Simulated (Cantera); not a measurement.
An isothermal, constant-pressure homogeneous reactor starts with H₂ : O₂ : N₂ = 0.4 : 1 : 1.8 (molar parts), equivalence ratio 0.20, at 1425 K and 0.00316 atm. Integrator tolerance rtol = 1e-08.

Model: GRI-Mech 3.0 (53 species, 325 reactions), integrated in Cantera. Radical loss at walls, strong at low pressure, is not modelled. The temperature is held fixed by assumption; the heat of reaction is taken as removed at once.

Q: What does this change do: H2 0.4 to 0.054 parts?

A: 
| quantity | before | after |
|---|---|---|
| x(H₂) at 5.00 s | 0.000541 (gas-phase equilibrium 3.03e-6) | 0.000146 (gas-phase equilibrium 3.81e-7) |
| x(O₂) at 5.00 s | 0.265 (gas-phase equilibrium 0.266) | 0.340 (gas-phase equilibrium 0.344) |
| x(O) at 5.00 s | 0.00230 (gas-phase equilibrium 1.27e-5) | 0.00588 (gas-phase equilibrium 1.45e-5) |
| x(N₂O) at 5.00 s | 2.75e-9 (gas-phase equilibrium 2.55e-9) | 3.27e-9 (gas-phase equilibrium 3.07e-9) |
| x(HO₂) at 5.00 s | 1.90e-7 (gas-phase equilibrium 3.62e-8) | 9.45e-8 (gas-phase equilibrium 1.66e-8) |
| x(H₂O) at 5.00 s | 0.131 (gas-phase equilibrium 0.133) | 0.0178 (gas-phase equilibrium 0.0191) |
